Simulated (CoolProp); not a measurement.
Saturation properties of n-butane (Tc = 425.1 K, pc = 3.796 MPa, ω = 0.201).

The numbers come from the reference Helmholtz-energy equation of state, Bücker 2006 in CoolProp.

```tsv
T (K)	p (MPa)	enthalpy of vaporisation (kJ/kg)	liquid cp (kJ/(kg K))	liquid viscosity (µPa s)	vapour viscosity (µPa s)	liquid conductivity (mW/(m K))
284.2	(withheld)	375.1	2.366	181	7.04	111
295.2	(withheld)	364.5	2.424	163	7.31	106
306.2	0.3102	353.1	2.488	147	7.60	101
317.2	0.4231	340.8	2.558	132	7.90	97.2
328.2	0.5644	327.6	2.635	120	8.22	93.1
339.2	0.7380	313.2	2.722	108	8.57	(withheld)
350.2	0.9484	297.4	2.822	97.4	8.97	85.5
361.2	(withheld)	279.9	2.940	87.5	9.42	81.9
372.2	1.498	260.1	3.087	78.2	9.96	78.5
383.2	(withheld)	237.4	3.286	69.3	10.6	75.3
394.2	2.255	210.6	3.589	60.6	11.5	72.2
```

Question: Fill in the missing entries.

Answer: 
- 284.2, p (MPa): 0.1540
- 295.2, p (MPa): 0.2217
- 339.2, liquid conductivity (mW/(m K)): 89.2
- 361.2, p (MPa): 1.200
- 383.2, p (MPa): 1.847

It boils at 272.7 K under 1 atm.

Viscosity comes from a separate model (Vogel 1999). Thermal conductivity comes from a separate model (Perkins 2002).
